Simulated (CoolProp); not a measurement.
Saturation properties of R152A.

Model: reference Helmholtz-energy equation of state, Outcalt 1996, in CoolProp. It is a modified Benedict-Webb-Rubin equation, recast in Helmholtz form.

```csv
T (K),p (kPa),liquid density (kg/m³),vapour density (kg/m³),enthalpy of vaporisation (kJ/kg),surface tension (mN/m)
289,450.6,922.1,14.01,290.1,10.9
293.9,524.8,910.1,16.27,284.4,10.3
298.7,606.2,898.1,18.77,278.7,9.63
303.5,696.7,885.7,21.57,272.7,9.00
308.3,797.1,873.0,[?],266.5,8.37
313.2,910.5,859.5,28.32,259.9,7.74
318,1033,845.9,32.28,253.1,7.13
322.8,[?],831.8,36.71,246.0,6.53
327.6,1314,817.2,41.69,238.5,5.94
332.5,1478,801.5,[?],230.4,5.34
337.3,1653,785.4,53.73,222.1,4.77
342.1,1843,768.5,60.88,[?],4.21
```

**Question.** Fill in the missing entries.

**Answer.** 
- 308.3, vapour density (kg/m³): 24.72
- 322.8, p (kPa): 1167
- 332.5, vapour density (kg/m³): 47.41
- 342.1, enthalpy of vaporisation (kJ/kg): 213.2

It boils at 249.1 K under 1 atm.

Surface tension comes from a separate correlation (Mulero 2012).
